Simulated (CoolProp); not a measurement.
Values from CoolProp's reference Helmholtz-energy equation of state, Thol 2016.

Q: For hexamethyldisiloxane (MM), give the phase and the cv (kJ/(kg K)), speed of sound (m/s), Joule-Thomson coefficient (K/MPa), fugacity coefficient at 285.35 °C and 1350 kPa.

A: 
- 285.35 °C and 1350 kPa: gas; cv 2.12, speed of sound 136, Joule-Thomson coefficient 9.48, fugacity coefficient 0.816
